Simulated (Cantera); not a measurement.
**Transport properties of process gases**

Gas mixture: 100 % N2O, at 0.0263 atm, frozen composition.

Cantera's kinetic-theory transport with the Lennard-Jones parameters of GRI-Mech 3.0, ideal gas; thermal conductivity in the mixture-averaged form. The composition is frozen, though it would react at the higher temperatures.

| T (K) | ρ (kg/m³) | cp (J/kg/K) | μ (µPa s) | λ (mW/m/K) | Pr | D (cm²/s) NO | D (cm²/s) CO2 | D (cm²/s) CH3 |
|---|---|---|---|---|---|---|---|---|
| 400 | 0.0353 | 970.3 | 19.5 | 25.5 | 0.741 | 9.82 | 7.30 | 11.1 |
| 650 | 0.0217 | 1127 | 29.1 | 44.4 | 0.739 | 23.0 | 17.8 | 26.4 |
| 900 | 0.0157 | 1227 | 37.1 | 61.5 | 0.740 | 40.0 | 31.5 | 46.3 |
| 1150 | 0.0123 | 1285 | 44.1 | 77.1 | 0.736 | 60.5 | 48.0 | 70.2 |
| 1400 | 0.0101 | 1327 | 50.5 | 91.4 | 0.733 | 84.1 | 67.1 | 97.8 |
| 1650 | 0.00855 | 1359 | 56.4 | 105 | 0.732 | 111 | 88.6 | 129 |
| 1900 | 0.00743 | 1384 | 61.9 | 117 | 0.732 | 140 | 112 | 163 |
| 2150 | 0.00656 | 1402 | 67.2 | 129 | 0.731 | 172 | 138 | 200 |
| 2400 | 0.00588 | 1416 | 72.2 | 140 | 0.730 | 206 | 166 | 240 |
D: mixture-averaged diffusion coefficient of that species in the mixture.
